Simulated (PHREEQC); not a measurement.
Solution (60 °C): 7.4 mmol/kgw NH4HF2. Closed to the air; pH follows from the charge balance.

Computed with PHREEQC (ion-association model, wateq4f.dat).

```csv
quantity,before,after
pH,3.47,3.70
ionic strength (mol/kgw),0.00777,0.000946
NH3 (mol/kgw),1.02e-7,1.85e-8
```

What was changed between the two runs?
(A) diluted 5-fold with water
(B) NH4HF2 from 0.0074 to 0.00074 mol/kgw
(C) NH4HF2 from 0.0074 to 0.0037 mol/kgw
(D) NH4HF2 replaced by (NH4)2CO3 at the same molality
(E) temperature from 60 to 70 °C

B, NH4HF2 from 0.0074 to 0.00074 mol/kgw

This is a speciation only: nothing precipitates in the calculation. Constants without temperature data keep their 25 °C values here.
